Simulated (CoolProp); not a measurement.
Computed with CoolProp (reference Helmholtz-energy equation of state, Lemmon 2005). It is a short technical equation, of lower accuracy than the large ones.

### Question
For 1-butene, give the phase and the Z, expansivity (1/kK), fugacity coefficient at 419.7 K and 15.1 MPa.

### Answer
- 419.7 K and 15.1 MPa: supercritical; Z 0.519, expansivity 2.98, fugacity coefficient 0.266
